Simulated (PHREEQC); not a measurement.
Solution (75 °C): 3.4 mmol/kgw PbCl2, 0.88 mmol/kgw KNO3 and 0.3 mmol/kgw Na2SO4. It is in equilibrium with CO2 at log p = -3.4 (atm). Otherwise closed; pH follows from the charge balance.

The numbers come from PHREEQC with the ion-association model, phreeqc.dat.

Precipitation was switched off in this run.

Q: Order these Pb species by the share of Pb that they hold, largest first: Pb+2, PbOH+, PbNO3+, PbSO4, PbCl+.

A: Pb+2 (67 %), PbCl+ (29 %), PbSO4 (3.0 %), PbNO3+ (0.55 %), PbOH+ (0.15 %)

The pH is 5.22 and the ionic strength 0.00955 mol/kgw. Examples of supersaturated solids here: Pb(OH)2, Anglesite. Others may be too. Away from 25 °C the constants follow the database's enthalpies or fits; those with neither stay at their 25 °C values.
